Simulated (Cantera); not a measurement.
Input (Python, Cantera) and output of one run.

```python
import numpy as np
import cantera as ct

gas_names = """
    Fe H H2 H2S N NH NH2 NH3 N2 N2H2 N2H4 S SH SN S2 S8
""".split()
cond_names = """
    Fe(a) Fe(c) Fe(d) Fe(L) FeS(a) FeS(b) FeS(c) FeS(L) FeS2(s) S(cr1) S(cr2) S(L)
""".split()


def load(file, names, dense=False):
    # The tables refer to 1 bar. Condensed volumes are neglected.
    table = {s.name: s for s in ct.Species.list_from_file(file)}
    out = []
    for n in names:
        d = dict(table[n].input_data)
        d["thermo"] = dict(d["thermo"], **{"reference-pressure": 1e5})
        if dense:
            d["equation-of-state"] = {"model": "constant-volume", "density": "1e6 g/cm^3"}
        out.append(ct.Species.from_dict(d))
    return out


gas = ct.Solution(thermo="ideal-gas", species=load("nasa_gas.yaml", gas_names))
cond = {s.name: ct.Solution(thermo="fixed-stoichiometry", species=[s], name=s.name)
        for s in load("nasa_condensed.yaml", cond_names, dense=True)}
atoms = {
    'FeS2': {'Fe': 1, 'S': 2},
    'H2S': {'H': 2, 'S': 1},
    'N2': {'N': 2},
}
top_T = {'FeS2(s)': 1010}  # K; cautious upper limits of use, not melting points


def equilibrate(T, P, feed):
    n = {}
    for name, mol in feed.items():
        for a, k in atoms[name].items():
            n[a] = n.get(a, 0.0) + k * mol
    gas.TPX = T, P, n
    mass = sum(n.values()) * gas.mean_molecular_weight
    gas.equilibrate("TP")
    valid = [c for c in cond.values() if c.min_temp <= T <= top_T.get(c.name, c.max_temp)]
    mix = ct.Mixture([(gas, mass / gas.mean_molecular_weight)] + [(c, 0.0) for c in valid])
    mix.T, mix.P = T, P
    mix.equilibrate("TP", solver="vcs", rtol=1e-11, max_steps=5000)
    return mix


results = []
feed = {'FeS2': 1, 'H2S': 0.34, 'N2': 10}  # mol
T = 1025  # K
P = 38000  # Pa
mix = equilibrate(T, P, feed)
results.append((T, P, feed, dict(zip(mix.species_names, mix.species_moles))))
x = sorted(zip(gas.X, gas.species_names), reverse=True)
print(f"T = {T:g} K  P = {P:g} Pa  gas = {mix.phase_moles(0):.4g} mol")
print("   x: " + "  ".join(f"{s} {v:.3e}" for v, s in x if v > 0.001))
print("   condensed (mol): " + ("  ".join(f"{mix.phase(i).name} {mix.phase_moles(i):.4g}"
      for i in range(1, mix.n_phases) if mix.phase_moles(i) > 1e-12) or "none"))
```

Result:

```
T = 1025 K  P = 38000 Pa  gas = 10.85 mol
   x: N2 9.215e-01  S2 4.712e-02  H2S 2.923e-02  H2 2.094e-03
   condensed (mol): FeS(c) 1
```

Equilibrium computed with Cantera from the NASA thermochemical tables; the gas is ideal and each condensed phase is pure. FeS: taken at fixed stoichiometry. Gases not in the tables: S3 to S7.
